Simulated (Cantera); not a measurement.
Input: 1 mol Ti(OiPr)4, 11 mol H2, held at 0.133 bar.

Equilibrium computed with Cantera from the NASA thermochemical tables; the gas is ideal and each condensed phase is pure. Candidate condensed phases: C, C6H6, C7H8, C8H18, H2O, Ti, TiC, TiO, TiO2, Ti2O3, Ti3O5, Ti4O7; 113 gas species. The feed counts by its element totals alone. Condensed phases not in the tables: Magnéli phases beyond Ti4O7. The numbers say what is thermodynamically allowed, not how fast it happens.

x: gas mole fraction; n: condensed amount in mol.

| T (°C) | x H2 | x CO | x CH4 | x H2O | n C(graphite) | n TiO2(rutile) | n Ti4O7(s) | n Ti3O5(s) |
|---|---|---|---|---|---|---|---|---|
| 800 | 0.920 | 0.0732 | 0.00519 | ___ | 9.89 | 1.00 | 0 | 0 |
| 825 | 0.921 | 0.0735 | 0.00414 | ___ | 9.91 | 1.00 | 0 | 0 |
| 850 | 0.922 | 0.0737 | 0.00333 | ___ | 9.93 | 1.00 | 0 | 0 |
| 875 | 0.915 | 0.0823 | 0.00265 | ___ | 9.69 | 0 | 0.250 | 0 |
| 900 | 0.915 | 0.0824 | 0.00217 | ___ | 9.70 | 0 | 0.250 | 0 |
| 925 | 0.915 | 0.0824 | 0.00179 | ___ | 9.71 | 0 | 0.250 | 0 |
| 950 | 0.913 | 0.0853 | 0.00148 | ___ | 9.63 | 0 | 0 | 0.333 |
| 975 | 0.913 | 0.0853 | 0.00124 | ___ | 9.64 | 0 | 0 | 0.333 |
| 1000 | 0.913 | 0.0853 | 0.00105 | ___ | 9.64 | 0 | 0 | 0.333 |

**Question.** Complete the blanks.

**Answer.** 
- 800, x H2O: 0.00117
- 825, x H2O: 0.000830
- 850, x H2O: 0.000598
- 875, x H2O: 0.000482
- 900, x H2O: 0.000357
- 925, x H2O: 0.000267
- 950, x H2O: 0.000209
- 975, x H2O: 0.000160
- 1000, x H2O: 0.000124
